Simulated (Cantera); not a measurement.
## Si + F₂ + Cl₂ (silicon etching in halogen gases)

Input: 1 mol Si, 5.5 mol F₂, 0.63 mol Cl₂, at 2600 Pa.

These are equilibrium values from Cantera (NASA tables, ideal gas, pure condensed phases), not measurements of a reactor. Candidate condensed phases: Si; 17 gas species. Equilibrium is a limit: real reactors are often held back by kinetics, nucleation or transport.

```
T (°C)  log p F  log p ClF  log p SiF₄  log p Cl  log p F₂  log p Cl₂
------  -------  ---------  ----------  --------  --------  ---------
1152      -1.73      -2.40       -2.49     -3.95     -4.03      -4.96
1177      -1.73      -2.41       -2.49     -3.79     -4.13      -4.81
1202      -1.73      -2.42       -2.49     -3.64     -4.23      -4.67
1227      -1.73      -2.43       -2.49     -3.50     -4.33      -4.54
1252      -1.73      -2.45       -2.50     -3.37     -4.42      -4.43
1277      -1.73      -2.47       -2.50     -3.26     -4.51      -4.33
1302      -1.72      -2.50       -2.50     -3.15     -4.60      -4.24
1327      -1.72      -2.54       -2.50     -3.05     -4.68      -4.17
1352      -1.72      -2.58       -2.51     -2.96     -4.76      -4.12
```
log p: log10 of the partial pressure in bar; nothing condenses.

From 1152 °C to 1352 °C nothing is condensed. The main Si-bearing gas is SiF₄ throughout.
